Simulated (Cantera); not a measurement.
Charge: 1 mol TiCl₄, 9.5 mol CH₄, at 2200 K and 99.0 Pa.

Method: chemical equilibrium by Gibbs-energy minimisation in Cantera with the NASA 1993 tables (ideal gas, pure condensed phases). The tables' values for TiCl₂ are old estimates; treat these amounts as uncertain. TiC: taken at fixed stoichiometry. Equilibrium is a limit: real reactors are often held back by kinetics, nucleation or transport.

```
species             before     after
----------------  --------  --------
H₂                   0.677     0.807
HCl                  0.150     0.189
H                    0.147   0.00325
Cl                  0.0237  0.000596
TiCl₃              1.04e-5   5.56e-5
Ti                 2.59e-5     <1e-9
C₂H                1.31e-5     <1e-9
TiCl              0.000109   8.44e-8
C₂H₂ (acetylene)   0.00173   4.60e-5
TiCl₂             0.000192   2.80e-5
C(graphite), mol      8.43      8.50
TiC(s), mol          0.992     0.998
```
Gas species are given as mole fractions.

Name the change that produced these shifts.
A) pressure from 99.0 Pa to 76.0 mbar
B) temperature from 2200 K to 2125 K
C) pressure from 99.0 Pa to 0.133 bar
D) temperature from 2200 K to 1673 K

D, temperature from 2200 K to 1673 K
